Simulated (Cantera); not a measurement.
Charge: 1 mol CaO, 0.67 mol NF3, 76 mol N2, held at 1823.15 K and 1000 Pa.

Method: chemical equilibrium by Gibbs-energy minimisation in Cantera with the NASA 1993 tables (ideal gas, pure condensed phases). Candidate condensed phases: Ca, CaF2, CaO; 22 gas species. Kinetics and transport are ignored.

Base state: N2 0.980, CaF2 0.0128, O2 0.00594, NO 0.000843, F 0.000129, O 0.000116 (mole fractions); condensed: gas only.

Question: What changes in the equilibrium state with this change: temperature from 1823.15 K to 1123 K?

Answer: 
```tsv
species	before	after
N2	0.980	0.993
O2	0.00594	0.00650
F	0.000129	0.000130
CaF2	0.0128	3.30e-9
NO	0.000843	2.06e-5
O	0.000116	3.54e-9
CaF2(s), mol	0	1.00
```

Question: What changes in the equilibrium state with this change: temperature from 1823.15 K to 1423.15 K?

Answer: 
| species | before | after |
|---|---|---|
| N2 | 0.980 | 0.993 |
| O2 | 0.00594 | 0.00642 |
| NO | 0.000843 | 0.000162 |
| CaF2 | 0.0128 | 3.85e-5 |
| O | 0.000116 | 1.08e-6 |
| F | 0.000129 | 0.000130 |
| CaF2(s), mol | 0 | 0.997 |
